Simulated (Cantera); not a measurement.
A perfectly stirred reactor is fed with H₂ : O₂ = 0.074 : 1 (molar parts), equivalence ratio 0.037, at 10.00 Torr; it is held at 1350 K, and followed from long to short residence time.

Detailed kinetics in Cantera: GRI-Mech 3.0 (53 species, 325 reactions). Radical loss at walls, strong at low pressure, is not modelled. The temperature is held fixed by assumption; the heat of reaction is taken as removed at once.

| quantity | before | after |
|---|---|---|
| x(H₂) at τ = 7.70 s | 6.42e-5 | 2.75e-5 |
| x(O₂) at τ = 7.70 s | 0.927 | 0.928 |
| x(H₂O₂) at τ = 7.70 s | 2.83e-8 | 3.57e-8 |
| x(HO₂) at τ = 7.70 s | 5.78e-7 | 5.85e-7 |
| x(H) at τ = 7.70 s | 5.64e-5 | 9.79e-6 |
| x(H₂) at τ = 23.0 ms | 0.00164 | 0.000946 |
| x(O₂) at τ = 23.0 ms | 0.892 | 0.910 |
| x(H₂O₂) at τ = 23.0 ms | 8.98e-8 | 1.83e-7 |
| x(HO₂) at τ = 23.0 ms | 2.74e-6 | 5.32e-6 |
| x(H) at τ = 23.0 ms | 0.00675 | 0.00238 |

Problem. Which change was made?
A. H2 0.074 to 0.12 parts
B. H2 0.074 to 0.2 parts
C. O2 1 to 0.16 parts
D. pressure from 10.00 Torr to 24.0 Torr

Solution. D, pressure from 10.00 Torr to 24.0 Torr
